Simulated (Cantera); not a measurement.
What does this Cantera script print?

```python
import numpy as np
import cantera as ct

gas_names = """
    Ba BaF BaF2 F F2 H HF H2 H2F2 H3F3 H4F4 H5F5 H6F6 H7F7
""".split()
cond_names = """
    Ba(cr) Ba(L) BaF2(a) BaF2(b,c) BaF2(L)
""".split()


# ... load() reads the species with a 1 bar reference pressure and builds the phases ...
atoms = {
    'BaF2': {'Ba': 1, 'F': 2},
    'HF': {'H': 1, 'F': 1},
    'H2': {'H': 2},
}
top_T = {}  # K; cautious upper limits of use, not melting points


# ... equilibrate(T, P, feed) seeds the gas with the atoms and calls Mixture.equilibrate('TP', solver="vcs", rtol=1e-11, max_steps=5000) ...
results = []
feed = {'BaF2': 1, 'HF': 0.23, 'H2': 200}  # mol
P = 0.17  # Pa
for T in [1623, 1673, 1723, 1773, 1823, 1873, 1923, 1973, 2023]:
    mix = equilibrate(T, P, feed)
    results.append((T, P, feed, dict(zip(mix.species_names, mix.species_moles))))
    x = sorted(zip(gas.X, gas.species_names), reverse=True)
    print(f"T = {T:g} K  P = {P:g} Pa  gas = {mix.phase_moles(0):.4g} mol")
    print("   x: " + "  ".join(f"{s} {v:.3e}" for v, s in x if v > 1e-06))
    print("   condensed (mol): " + ("  ".join(f"{mix.phase(i).name} {mix.phase_moles(i):.4g}"
          for i in range(1, mix.n_phases) if mix.phase_moles(i) > 1e-12) or "none"))
```

Output:

```
T = 1623 K  P = 0.17 Pa  gas = 207.1 mol
   x: H2 9.375e-01  H 5.133e-02  HF 6.299e-03  BaF 3.561e-03  Ba 8.140e-04  BaF2 4.543e-04
   condensed (mol): none
T = 1673 K  P = 0.17 Pa  gas = 210.6 mol
   x: H2 9.054e-01  H 8.311e-02  HF 6.703e-03  BaF 3.304e-03  Ba 1.154e-03  BaF2 2.915e-04
   condensed (mol): none
T = 1723 K  P = 0.17 Pa  gas = 215.9 mol
   x: H2 8.587e-01  H 1.296e-01  HF 7.038e-03  BaF 2.927e-03  Ba 1.523e-03  BaF2 1.826e-04
   condensed (mol): none
T = 1773 K  P = 0.17 Pa  gas = 223.7 mol
   x: H2 7.939e-01  H 1.944e-01  HF 7.267e-03  BaF 2.480e-03  Ba 1.880e-03  BaF2 1.116e-04
   condensed (mol): none
T = 1823 K  P = 0.17 Pa  gas = 234.8 mol
   x: H2 7.087e-01  H 2.797e-01  HF 7.349e-03  Ba 2.178e-03  BaF 2.014e-03  BaF2 6.663e-05
   condensed (mol): none
T = 1873 K  P = 0.17 Pa  gas = 250.1 mol
   x: H2 6.040e-01  H 3.847e-01  HF 7.259e-03  Ba 2.382e-03  BaF 1.577e-03  BaF2 3.913e-05  F 1.096e-06
   condensed (mol): none
T = 1923 K  P = 0.17 Pa  gas = 270.1 mol
   x: H 5.036e-01  H2 4.857e-01  HF 7.005e-03  Ba 2.475e-03  BaF 1.205e-03  BaF2 2.298e-05  F 2.157e-06
   condensed (mol): none
T = 1973 K  P = 0.17 Pa  gas = 294 mol
   x: H 6.251e-01  H2 3.649e-01  HF 6.638e-03  Ba 2.472e-03  BaF 9.159e-04  BaF2 1.388e-05  F 4.184e-06
   condensed (mol): none
T = 2023 K  P = 0.17 Pa  gas = 319.7 mol
   x: H 7.356e-01  H2 2.550e-01  HF 6.239e-03  Ba 2.408e-03  BaF 7.106e-04  BaF2 8.938e-06  F 8.114e-06
   condensed (mol): none
```

Method: chemical equilibrium by Gibbs-energy minimisation in Cantera with the NASA 1993 tables (ideal gas, pure condensed phases).
